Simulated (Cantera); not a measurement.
Input: 1 mol CCl4, 0.075 mol Si, 0.11 mol H2, held at 2175 °C and 59.0 Pa.

These are equilibrium values from Cantera (NASA tables, ideal gas, pure condensed phases), not measurements of a reactor. Candidate condensed phases: C, C6H6, C7H8, C8H18, Si, SiC; 109 gas species. The tables' values for SiCl, SiCl3 are old estimates; treat these amounts as uncertain. Kinetics and transport are ignored.

Base state: Cl 0.928, HCl 0.0348, H 0.0179, Si 0.00853, SiCl2 0.00617, SiC2 0.00190, SiCl 0.00168, H2 0.000477 (mole fractions); condensed: C(graphite).

**Question.** What changes in the equilibrium state with this change: pressure from 59.0 Pa to 10.0 mbar?

**Answer.** 
```json
[
 {"species": "Cl", "before": "0.928", "after": "0.924"},
 {"species": "HCl", "before": "0.0348", "after": "0.0542"},
 {"species": "SiCl2", "before": "0.00617", "after": "0.0179"},
 {"species": "H", "before": "0.0179", "after": "0.00165"},
 {"species": "SiCl4", "before": "2.51e-8", "after": "2.08e-5"},
 {"species": "Si", "before": "0.00853", "after": "8.70e-5"},
 {"species": "SiC2", "before": "0.00190", "after": "1.94e-5"},
 {"species": "SiCl3", "before": "1.54e-5", "after": "0.000753"},
 {"species": "C(graphite), mol", "before": "0.979", "after": "0.999"}
]
```
The tables' values for SiCl3, SiCl are old estimates; treat these amounts as uncertain.

**Question.** What changes in the equilibrium state with this change: H2 from 0.11 to 15 mol?

**Answer.** 
```
species             before    after
----------------  --------  -------
H                   0.0179    0.481
H2                0.000477    0.344
HCl                 0.0348   0.0843
Cl                   0.928   0.0836
Si                 0.00853  0.00252
SiCl3              1.54e-5  3.31e-9
C4H2               1.47e-8  1.06e-5
C2H2 (acetylene)   4.13e-6  0.00298
C(graphite), mol     0.979    0.786
```
The tables' values for SiCl are old estimates; treat these amounts as uncertain.
